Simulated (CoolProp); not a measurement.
R1234yf along the isotherm 410 K: Z from the reference equation and from simpler models built on Tc = 367.8 K, pc = 3384 kPa, ω = 0.276; each cubic takes its own stable root.

The numbers come from the reference Helmholtz-energy equation of state, Lemmon 2022 in CoolProp.

| p (kPa) | phase | reference |
|---|---|---|
| 53.5 | gas | 0.9962 |
| 110 | gas | 0.9922 |
| 226 | gas | 0.9838 |
| 463 | gas | 0.9666 |
| 952 | gas | 0.9300 |
| 1950 | gas | 0.8508 |
| 4010 | supercritical | 0.6621 |
| 8240 | supercritical | 0.4295 |
| 16900 | supercritical | 0.6599 |

Task: How far does each simpler model (van der Waals, Redlich-Kwong, Soave-Redlich-Kwong, Peng-Robinson) lie from the reference over these 9 states: mean and median of the absolute difference, and the worst?

Result: 
- van der Waals: mean 6.5 %, median 0.2 %, worst +31.4 % at 410 K and 16900 kPa
- Redlich-Kwong: mean 2.5 %, median 0.3 %, worst +9.5 % at 410 K and 8240 kPa
- Soave-Redlich-Kwong: mean 3.8 %, median 0.3 %, worst +18.6 % at 410 K and 8240 kPa
- Peng-Robinson: mean 1.7 %, median 0.7 %, worst +9.6 % at 410 K and 8240 kPa
